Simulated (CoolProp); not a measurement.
The fluid at 311.19 K and 14.1 MPa is throttled through a valve to 2.99 MPa with no heat exchange. The same conditions are run with several fluids, on thermodynamics alone (safety and materials aside).

Values from CoolProp's reference Helmholtz-energy equation of state of each fluid (propyne: Polt 1992; dodecamethylcyclohexasiloxane (D6): Colonna 2008; R410A: Lemmon 2003; hydrogen sulfide: Lemmon 2006; hexamethyldisiloxane (MM): Thol 2016). The equations of Platzer and Polt are older, rougher fits. Blends and air are pseudo-pure fits.

### Question
Rank propyne, dodecamethylcyclohexasiloxane (D6), R410A, hydrogen sulfide, hexamethyldisiloxane (MM) by temperature change (K), highest first.

### Answer
dodecamethylcyclohexasiloxane (D6) (+4.8), hexamethyldisiloxane (MM) (+4.5), propyne (+1.7), hydrogen sulfide (-0.4), R410A (-2.3)

```
fluid                               final density (kg/m³)
----------------------------------  ---------------------
propyne                                               591
dodecamethylcyclohexasiloxane (D6)                    956
R410A                                                1010
hydrogen sulfide                                      743
hexamethyldisiloxane (MM)                             746
```
